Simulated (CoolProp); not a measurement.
Vapour-liquid equilibrium of n-hexane (1) + ethylbenzene (2) at 324.1 K; x and y are mole fractions of (1).

Model: multi-fluid Helmholtz-energy mixture model, Thol 2019 and Zhou 2012; pair parameters Bell 2016, in CoolProp.

| x | bubble pressure (bar) | y at the bubble point | dew pressure at overall composition x (bar) | liquid density (mol/L) |
|---|---|---|---|---|
| 0.05 | 0.08667 | 0.459 | 0.05152 | 7.882 |
| 0.125 | 0.1378 | 0.684 | 0.05566 | 7.842 |
| 0.2 | 0.1836 | 0.780 | 0.06052 | 7.801 |
| 0.275 | 0.2253 | 0.834 | 0.06631 | 7.760 |
| 0.35 | 0.2638 | 0.870 | 0.07332 | 7.717 |
| 0.425 | 0.2998 | 0.896 | 0.08198 | 7.674 |
| 0.5 | 0.3341 | 0.916 | 0.09293 | 7.631 |
| 0.575 | 0.3673 | 0.933 | 0.1072 | 7.586 |
| 0.65 | 0.3999 | 0.947 | 0.1267 | 7.541 |
| 0.725 | 0.4325 | 0.960 | 0.1545 | 7.495 |
| 0.8 | 0.4656 | 0.971 | 0.1973 | 7.448 |
| 0.875 | 0.4996 | 0.982 | 0.2701 | 7.400 |
| 0.95 | 0.5349 | 0.993 | 0.4075 | 7.351 |

No azeotrope shows between x = 0.05 and 0.95.

Pair parameters are fitted to limited data, so mixtures are less certain than the pure fluids.
